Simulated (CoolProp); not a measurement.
Vapour-liquid equilibrium of n-hexane (1) + hexamethyldisiloxane (MM) (2) at 237.3 K; x and y are mole fractions of (1).

Model: multi-fluid Helmholtz-energy mixture model, Thol 2019 and Thol 2016; pair parameters Bell 2016, in CoolProp.

| x | bubble pressure, mixture model (kPa) | bubble pressure, Raoult's law (kPa) | y, mixture model | y, Raoult's law |
|---|---|---|---|---|
| 0.05 | 0.1154 | 0.1186 | 0.241 | 0.263 |
| 0.2 | 0.1809 | 0.1983 | 0.590 | 0.628 |
| 0.35 | 0.2482 | 0.2779 | 0.758 | 0.785 |
| 0.5 | 0.3232 | 0.3576 | 0.861 | 0.871 |
| 0.65 | 0.4083 | 0.4372 | 0.928 | 0.926 |
| 0.8 | 0.5010 | 0.5168 | 0.970 | 0.964 |
| 0.95 | 0.5940 | 0.5965 | 0.995 | 0.992 |

The largest gap from Raoult's law is -10.7 % in bubble pressure, at x = 0.35. No azeotrope shows between x = 0.05 and 0.95.

Pair parameters are fitted to limited data, so mixtures are less certain than the pure fluids.
